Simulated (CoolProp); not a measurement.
Vapour-liquid equilibrium of acetone (1) + n-hexane (2) at 16.7 kPa; x and y are mole fractions of (1).

Values from CoolProp's multi-fluid Helmholtz-energy mixture model, Lemmon 2006 and Thol 2019; pair parameters Bell 2016.

### Question
Give the bubble temperature and the first vapour's composition at x = 0.35, 0.65, 0.95. Is there an azeotrope?

### Answer
x = 0.35: 5.4 °C, y = 0.598; x = 0.65: 5.3 °C, y = 0.612; x = 0.95: 8.7 °C, y = 0.833. y crosses x between x = 0.5 and 0.65: the model has an azeotrope there.

The pair parameters rest on a limited set of measurements; away from them the model extrapolates.
